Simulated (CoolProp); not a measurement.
Vapour pressure (MPa) of carbon monoxide: the reference equation beside estimates from Tc = -140.3 °C, pc = 3.498 MPa, ω = 0.050.

The numbers come from the reference Helmholtz-energy equation of state, Lemmon 2006 in CoolProp. It is a short technical equation, of lower accuracy than the large ones.

```csv
T (°C),reference,Lee-Kesler,van der Waals,Redlich-Kwong,Soave-Redlich-Kwong
-169.35,0.7136,0.7139,1.201,0.7252,0.7188
-165.55,0.9178,0.9175,1.419,0.9382,0.9262
-161.65,1.168,1.166,[?],1.198,1.180
-157.85,1.455,1.452,1.934,1.494,1.472
-153.95,[?],1.796,2.233,1.845,[?]
-150.15,[?],2.184,2.551,2.237,2.213
-146.35,2.636,2.634,2.895,[?],[?]
-142.45,3.166,3.167,3.275,3.190,3.181
```

Fill in the missing entries.


- -161.65, van der Waals: 1.667
- -153.95, reference: 1.799
- -153.95, Soave-Redlich-Kwong: 1.821
- -150.15, reference: 2.188
- -146.35, Redlich-Kwong: 2.680
- -146.35, Soave-Redlich-Kwong: 2.660

Absolute difference from the reference over all 8 rows, mean and median: Lee-Kesler 0.1 and 0.1 %, van der Waals 31.6 and 28.5 %, Redlich-Kwong 2.0 and 2.2 %, Soave-Redlich-Kwong 0.9 and 1.0 %.
